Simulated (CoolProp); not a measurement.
R1224YDZ along the isobar 2370 kPa: fugacity coefficient from the reference equation and from simpler models built on Tc = 428.7 K, pc = 3334 kPa, ω = 0.325; each cubic takes its own stable root.

Values from CoolProp's reference Helmholtz-energy equation of state, Akasaka 2023.

```
T (K)   phase  reference
-----  ------  ---------
382.5  liquid     0.4854
392.6  liquid     0.5675
402.7  liquid     0.6540
412.7     gas     0.7227
422.8     gas     0.7479
432.9     gas     0.7695
442.9     gas     0.7882
453       gas     0.8049
463.1     gas     0.8199
473.1     gas     0.8333
```

Question: How far does each simpler model (van der Waals, Redlich-Kwong, Soave-Redlich-Kwong, Peng-Robinson) lie from the reference over these 10 states: mean and median of the absolute difference, and the worst?

Answer: 
- van der Waals: mean 10.2 %, median 3.9 %, worst +39.1 % at 382.5 K and 2370 kPa
- Redlich-Kwong: mean 4.3 %, median 1.0 %, worst +16.9 % at 382.5 K and 2370 kPa
- Soave-Redlich-Kwong: mean 1.2 %, median 0.6 %, worst +2.9 % at 382.5 K and 2370 kPa
- Peng-Robinson: mean 1.5 %, median 1.8 %, worst -2.0 % at 442.9 K and 2370 kPa

At some of these states van der Waals gives the other phase, because its saturation line lies elsewhere.
